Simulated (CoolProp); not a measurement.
Vapour-liquid equilibrium of hydrogen sulfide (1) + n-heptane (2) at 2.45 bar; x and y are mole fractions of (1).

Values from CoolProp's multi-fluid Helmholtz-energy mixture model, Lemmon 2006 and Span 2003; pair parameters Kunz 2012.

```
x     bubble temperature (°C)  y at the bubble point  dew temperature at overall composition x (°C)  liquid density (mol/L)
----  -----------------------  ---------------------  ---------------------------------------------  ----------------------
0.05               (withheld)                  0.883                                          129.3                   6.644
0.15                     -2.2                  0.995                                          124.5              (withheld)
0.25                    -19.9                  0.999                                          119.4              (withheld)
0.35                    -27.4                  0.999                                          113.8                   9.547
0.45                    -31.2                  0.999                                          107.6              (withheld)
0.55                    -33.4                  1.000                                          100.6                   12.32
0.65                    -35.1                  1.000                                           92.2              (withheld)
0.75                    -36.5                  1.000                                     (withheld)                   16.86
0.85                    -38.1                  1.000                                           66.9                   20.17
0.95                    -40.0                  1.000                                           39.7              (withheld)
```

**Question.** Fill in the missing entries.

**Answer.** 
- 0.05, bubble temperature (°C): 60.3
- 0.15, liquid density (mol/L): 7.700
- 0.25, liquid density (mol/L): 8.559
- 0.45, liquid density (mol/L): 10.77
- 0.65, liquid density (mol/L): 14.30
- 0.75, dew temperature at overall composition x (°C): 81.6
- 0.95, liquid density (mol/L): 24.38

No azeotrope shows between x = 0.05 and 0.95.

Pair parameters are fitted to limited data, so mixtures are less certain than the pure fluids. The gap from Raoult's law changes sign with composition, which may be real or a fault of the pair parameters; it wasn't checked against measurements. With so large a gap from Raoult's law the liquid may split in two, which this calculation doesn't test in full.
